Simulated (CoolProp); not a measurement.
Saturation properties of nitrogen (Tc = -147.0 °C, pc = 33.96 bar, ω = 0.037).

Computed with CoolProp (reference Helmholtz-energy equation of state, Span 2000).

```
T (°C)   p (bar)  liquid density (kg/m³)  vapour density (kg/m³)  enthalpy of vaporisation (kJ/kg)  surface tension (mN/m)
-------  -------  ----------------------  ----------------------  --------------------------------  ----------------------
-187.75    2.378                       …                       …                             187.9                    7.10
-184.45    3.219                   751.7                   13.55                             182.7                    6.39
-181.15    4.262                   734.5                   17.70                             177.0                    5.69
-177.85    5.531                   716.6                   22.78                             170.8                    5.02
-174.45    7.104                   697.1                   29.16                             163.8                    4.34
-171.15    8.917                   677.0                   36.70                             156.4                    3.70
-167.85    11.04                   655.5                   45.87                             148.0                    3.08
-164.55    13.50                   632.1                   57.07                             138.7                    2.49
-161.15    16.43                   605.4                   71.41                             127.6                       …
```

Problem. Some entries are withheld; supply them.

Solution. 
- -187.75, liquid density (kg/m³): 768.2
- -187.75, vapour density (kg/m³): 10.18
- -161.15, surface tension (mN/m): 1.90

It boils at -195.8 °C under 1 atm.

Surface tension comes from a separate correlation (Mulero 2012).
